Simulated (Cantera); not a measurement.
Cantera run:

```python
import numpy as np
import cantera as ct

gas_names = """
    H2 CH2F2 CH3
""".split()
cond_names = """
    Cu(cr) Cu(L) CuF2(s) CuF2(L)
""".split()


# ... load() reads the species with a 1 bar reference pressure and builds the phases ...
species = {s.name: s for s in load("nasa_gas.yaml", gas_names) + load("nasa_condensed.yaml", cond_names)}
# Each term lists the table entries of one substance; the one whose range holds T is used.
reactions = {
    '2 Cu + H2(g) + 2 CH2F2(g) = 2 CuF2 + 2 CH3(g)':
        [(-2, ['Cu(cr)', 'Cu(L)']), (-1, ['H2']), (-2, ['CH2F2']), (2, ['CuF2(s)', 'CuF2(L)']), (2, ['CH3'])],
}


def pick(names, T):
    return next(species[n] for n in names if species[n].thermo.min_temp <= T <= species[n].thermo.max_temp)


results = []
for label, terms in reactions.items():
    print(label)
    print("     T/K   dH/kJ  dS/(J/K)   dG/kJ   log10 K")
    for T in [300, 1998, 2073, 2148, 2223, 2298, 2373, 2448]:
        used = [(nu, pick(names, T)) for nu, names in terms]
        dH = sum(nu * s.thermo.h(T) for nu, s in used) / 1e6
        dS = sum(nu * s.thermo.s(T) for nu, s in used) / 1e3
        dG = dH - T * dS / 1e3
        logK = -dG * 1e6 / (ct.gas_constant * T * np.log(10))
        results.append((label, T, dH, dS, dG, logK, [s.name for _, s in used]))
        print(f"{T:8g} {dH:8.1f} {dS:8.1f} {dG:8.1f} {logK:8.2f}")
```

It prints:

```
2 Cu + H2(g) + 2 CH2F2(g) = 2 CuF2 + 2 CH3(g)
     T/K   dH/kJ  dS/(J/K)   dG/kJ   log10 K
     300    121.5   -147.2    165.6   -28.84
    1998    288.6     23.4    241.8    -6.32
    2073    292.2     25.2    240.0    -6.05
    2148    295.8     26.9    238.0    -5.79
    2223    299.4     28.6    236.0    -5.54
    2298    303.0     30.1    233.8    -5.31
    2373    306.6     31.7    231.4    -5.09
    2448    310.1     33.1    229.0    -4.89
```

Source: NASA polynomial tables (part measured, part estimated), evaluated in Cantera. Condensed species are held in their standard states even where they would react or evaporate.
